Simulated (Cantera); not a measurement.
What does this Cantera script print?

```python
import numpy as np
import cantera as ct

gas_names = """
    H HNO HNO2 HNO3 HO2 H2 H2O H2O2 H2S H2SO4 N NH NH2 NH3 NH2OH NO NO2 NO3 N2 N2H2 N2H4 N2O O OH O2 O3
    S SH SN SO SO2 SO3 S2 S2O S8
""".split()
cond_names = """
    H2O(s) H2O(L) H2SO4(L) S(cr1) S(cr2) S(L)
""".split()


# ... load() reads the species with a 1 bar reference pressure and builds the phases ...
atoms = {
    'H2O': {'H': 2, 'O': 1},
    'N2': {'N': 2},
    'SO2': {'S': 1, 'O': 2},
}
top_T = {}  # K; cautious upper limits of use, not melting points


# ... equilibrate(T, P, feed) seeds the gas with the atoms and calls Mixture.equilibrate('TP', solver="vcs", rtol=1e-11, max_steps=5000) ...
results = []
feed = {'H2O': 1, 'N2': 1.3, 'SO2': 0.15}  # mol
T = 2475  # K
P = 63000  # Pa
mix = equilibrate(T, P, feed)
results.append((T, P, feed, dict(zip(mix.species_names, mix.species_moles))))
x = sorted(zip(gas.X, gas.species_names), reverse=True)
print(f"T = {T:g} K  P = {P:g} Pa  gas = {mix.phase_moles(0):.4g} mol")
print("   x: " + "  ".join(f"{s} {v:.3e}" for v, s in x if v > 1e-06))
print("   condensed (mol): " + ("  ".join(f"{mix.phase(i).name} {mix.phase_moles(i):.4g}"
      for i in range(1, mix.n_phases) if mix.phase_moles(i) > 1e-12) or "none"))
```

It prints:

```
T = 2475 K  P = 63000 Pa  gas = 2.504 mol
   x: N2 5.172e-01  H2O 3.655e-01  SO2 5.628e-02  H2 2.492e-02  OH 1.321e-02  O2 9.454e-03  H 4.475e-03  NO 3.781e-03  SO 3.508e-03  O 1.567e-03  S 5.570e-05  SH 2.961e-05  SO3 8.386e-06  H2S 4.613e-06  HO2 2.236e-06  S2 1.258e-06
   condensed (mol): none
```

Equilibrium computed with Cantera from the NASA thermochemical tables; the gas is ideal and each condensed phase is pure.
